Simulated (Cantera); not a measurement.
An adiabatic, constant-volume homogeneous reactor starts with 15.7 % CH₄, 0.565 % H₂, 17.6 % O₂, 66.2 % N₂, equivalence ratio 1.8, at 1000 K and 3000000 Pa.

Cantera simulation using GRI-Mech 3.0 (53 species, 325 reactions); the numbers are that mechanism's predictions, not measurements. The pressure lies above the range GRI-Mech 3.0 was tuned for (to about 10 atm).

Question: Predict: time of steepest temperature rise; temperature at 0.200 s; equilibrium temperature; x(CH₄) at 0.200 s; x(H₂) at 0.200 s; x(O₂) at 0.200 s.

Answer: 
- time of steepest temperature rise = 9.19 ms
- temperature at 0.200 s = 2592 K
- equilibrium temperature = 2592 K
- x(CH₄) at 0.200 s = 3.07e-8 (gas-phase equilibrium 3.37e-8)
- x(H₂) at 0.200 s = 0.130 (gas-phase equilibrium 0.130)
- x(O₂) at 0.200 s = 1.26e-6 (gas-phase equilibrium 1.26e-6)
